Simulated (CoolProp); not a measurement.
The fluid at 456.01 K and 5.92 MPa flows at 14 m/s in a round tube of 25 mm bore and 1.5 µm roughness, fully developed (64/Re and Nu = 3.66 if laminar; Colebrook and Gnielinski if turbulent). The same conditions are run with several fluids, on thermodynamics alone (safety and materials aside).

Computed with CoolProp (reference Helmholtz-energy equation of state of each fluid (dry air: Lemmon 2000; R22: Kamei 1995; c-C4F8 (RC318): Platzer 1990; sulfur hexafluoride: Guder 2009; R507A: Lemmon 2003)). The equations of Platzer and Polt are older, rougher fits. Blends and air are pseudo-pure fits.

```tsv
fluid	Reynolds number	Darcy friction factor	pressure drop (Pa/m)	heat-transfer coefficient (W/(m² K))	mass flow (kg/h)
dry air	596000	0.0136	2370	1250	1100
R22	2680000	0.0118	7900	3880	4230
c-C4F8 (RC318)	4890000	0.0114	24000	13100	13300
sulfur hexafluoride	3470000	0.0116	12000	5330	6500
R507A	2870000	0.0117	8870	5270	4770
```

Transport values come from each fluid's own correlations; those of R22, c-C4F8 (RC318) are estimates that may be off by 10 % or more.
